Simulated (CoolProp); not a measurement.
The numbers come from the reference Helmholtz-energy equation of state, Lemmon 2005 in CoolProp. It is a short technical equation, of lower accuracy than the large ones.

**Question.** For 1-butene, give the phase and the cp (kJ/(kg K)), fugacity coefficient at 113.25 °C and 934 kPa; 185.35 °C and 934 kPa.

**Answer.** 
- 113.25 °C and 934 kPa: gas; cp 2.03, fugacity coefficient 0.896
- 185.35 °C and 934 kPa: gas; cp 2.22, fugacity coefficient 0.940
